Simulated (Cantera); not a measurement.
A closed system holds: 1 mol CH3SiCl3, 0.59 mol C2H2, 1 mol H2, held at 1848 K and 670 Pa.

Equilibrium computed with Cantera from the NASA thermochemical tables; the gas is ideal and each condensed phase is pure. Candidate condensed phases: C, C6H6, C7H8, C8H18, Si, SiC; 109 gas species. The feed counts by its element totals alone. The tables' values for SiCl3, SiCl are old estimates; treat these amounts as uncertain. Equilibrium is a limit: real reactors are often held back by kinetics, nucleation or transport.

Base state: HCl 0.525, H2 0.406, SiCl2 0.0586, H 0.00413, Cl 0.00405, SiCl3 0.00162, SiCl 0.000123, C2H2 (acetylene) 0.000105 (mole fractions); condensed: C(graphite) + SiC(s).

**Question.** What changes in the equilibrium state with this change: pressure from 670 Pa to 18000 Pa?

**Answer.** 
```json
[
 {"species": "HCl", "before": "0.525", "after": "0.516"},
 {"species": "H2", "before": "0.406", "after": "0.418"},
 {"species": "SiCl2", "before": "0.0586", "after": "0.0550"},
 {"species": "SiCl3", "before": "0.00162", "after": "0.00765"},
 {"species": "CH4", "before": "7.29e-7", "after": "2.07e-5"},
 {"species": "Si", "before": "2.79e-5", "after": "1.04e-6"},
 {"species": "SiH2Cl2", "before": "5.81e-7", "after": "1.51e-5"},
 {"species": "C(graphite), mol", "before": "1.46", "after": "1.47"},
 {"species": "SiC(s), mol", "before": "0.722", "after": "0.705"}
]
```

**Question.** What changes in the equilibrium state with this change: CH3SiCl3 replaced by Si(CH3)4?

**Answer.** 
| species | before | after |
|---|---|---|
| H2 | 0.406 | 0.993 |
| H | 0.00413 | 0.00646 |
| C2H2 (acetylene) | 0.000105 | 0.000256 |
| HCl | 0.525 | 0 |
| SiCl2 | 0.0586 | 0 |
| Si | 2.79e-5 | 2.79e-5 |
| Cl | 0.00405 | 0 |
| SiCl3 | 0.00162 | 0 |
| SiCl | 0.000123 | 0 |
| SiCl4 | 6.65e-5 | 0 |
| SiHCl3 | 1.45e-5 | 0 |
| C(graphite), mol | 1.46 | 4.18 |
| SiC(s), mol | 0.722 | 1.000 |

**Question.** What changes in the equilibrium state with this change: pressure from 670 Pa to 10000 Pa?

**Answer.** 
```json
[
 {"species": "HCl", "before": "0.525", "after": "0.520"},
 {"species": "H2", "before": "0.406", "after": "0.415"},
 {"species": "SiCl2", "before": "0.0586", "after": "0.0563"},
 {"species": "SiCl3", "before": "0.00162", "after": "0.00591"},
 {"species": "CH4", "before": "7.29e-7", "after": "1.13e-5"},
 {"species": "Si", "before": "2.79e-5", "after": "1.87e-6"},
 {"species": "SiHCl3", "before": "1.45e-5", "after": "0.000206"},
 {"species": "C(graphite), mol", "before": "1.46", "after": "1.47"},
 {"species": "SiC(s), mol", "before": "0.722", "after": "0.710"}
]
```
